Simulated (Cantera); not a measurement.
Feed: 1 mol LiOH, 0.12 mol H₂, equilibrated at 0.0100 bar.

Cantera equilibrium calculation (NASA polynomials, part measured and part estimated; ideal gas, pure solids and liquids). Candidate condensed phases: H₂O, Li, LiH, LiOH, Li₂O; 17 gas species. Kinetics and transport are ignored.

x: gas mole fraction; n: condensed amount in mol.

```tsv
T (K)	x LiOH	x H₂O	x Li	x H₂	x Li₂O	x H	x Li₂(OH)₂	n Li₂O(s)
1650	0.578	0.273	0.0236	0.120	0.00382	0.000315	___	0.223
1675	0.629	0.222	0.0349	0.107	0.00589	0.000380	___	0.174
1700	0.672	0.176	0.0505	0.0914	0.00895	0.000445	___	0.119
1725	0.706	0.136	0.0710	0.0730	0.0134	0.000502	___	0.0563
1750	0.723	0.110	0.0911	0.0564	0.0184	0.000552	___	0
1775	0.716	0.114	0.0964	0.0534	0.0181	0.000669	___	0
1800	0.709	0.119	0.102	0.0504	0.0178	0.000804	___	0
1825	0.702	0.124	0.107	0.0475	0.0175	0.000960	___	0
1850	0.695	0.129	0.112	0.0446	0.0173	0.00114	___	0
1875	0.688	0.134	0.117	0.0418	0.0170	0.00134	___	0
1900	0.682	0.138	0.122	0.0390	0.0168	0.00157	___	0
```

Task: Complete the blanks.

Result: 
- 1650, x Li₂(OH)₂: 0.000696
- 1675, x Li₂(OH)₂: 0.000632
- 1700, x Li₂(OH)₂: 0.000556
- 1725, x Li₂(OH)₂: 0.000477
- 1750, x Li₂(OH)₂: 0.000392
- 1775, x Li₂(OH)₂: 0.000303
- 1800, x Li₂(OH)₂: 0.000236
- 1825, x Li₂(OH)₂: 0.000185
- 1850, x Li₂(OH)₂: 0.000146
- 1875, x Li₂(OH)₂: 0.000116
- 1900, x Li₂(OH)₂: 9.21e-5
